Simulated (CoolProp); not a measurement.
R13 along the isotherm -46.05 °C: density (kg/m³) from the reference equation and from simpler models built on Tc = 29.9 °C, pc = 3973 kPa, ω = 0.175; each cubic takes its own stable root.

Computed with CoolProp (reference Helmholtz-energy equation of state, Platzer 1990). This equation is an older, rougher fit; its heat capacities, sound speeds and derivatives of the liquid may be far off and weren't checked against measurements.

```json
[
 {"p (kPa)": "62.8", "phase": "gas", "reference": "3.524"},
 {"p (kPa)": "101", "phase": "gas", "reference": "5.718"},
 {"p (kPa)": "164", "phase": "gas", "reference": "9.428"},
 {"p (kPa)": "265", "phase": "gas", "reference": "15.64"},
 {"p (kPa)": "428", "phase": "gas", "reference": "26.46"},
 {"p (kPa)": "691", "phase": "liquid", "reference": "1376"},
 {"p (kPa)": "1120", "phase": "liquid", "reference": "1379"},
 {"p (kPa)": "1800", "phase": "liquid", "reference": "1383"},
 {"p (kPa)": "2920", "phase": "liquid", "reference": "1389"},
 {"p (kPa)": "4710", "phase": "liquid", "reference": "1399"},
 {"p (kPa)": "7610", "phase": "liquid", "reference": "1413"},
 {"p (kPa)": "12300", "phase": "liquid", "reference": "1433"},
 {"p (kPa)": "19900", "phase": "liquid", "reference": "1462"}
]
```

**Question.** How far does each simpler model (Redlich-Kwong, Soave-Redlich-Kwong) lie from the reference over these 13 states: mean and median of the absolute difference, and the worst?

**Answer.** 
- Redlich-Kwong: mean 3.3 %, median 3.2 %, worst -6.4 % at -46.05 °C and 691 kPa
- Soave-Redlich-Kwong: mean 1.8 %, median 1.5 %, worst -3.6 % at -46.05 °C and 691 kPa
